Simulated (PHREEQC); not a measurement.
A solution holds 0.0094 mol NaHSO4, 0.0073 mol Na2SO4 and 0.0017 mol NaCl per kg of water, at 65 °C. Closed to the air; pH follows from the charge balance.

Equilibrium calculation in PHREEQC: ion-association model, phreeqc.dat.

This is a speciation only: nothing precipitates in the calculation.

Order these S species by the share of S that they hold, largest first: SO4-2, NaSO4-, HSO4-.

SO4-2 (63 %), HSO4- (32 %), NaSO4- (4.6 %)

The pH is 2.46 and the ionic strength 0.0395 mol/kgw. Complexes and solids missing from the database can't appear. At this temperature some constants are extrapolated from 25 °C, and those without enthalpy data are left unchanged.
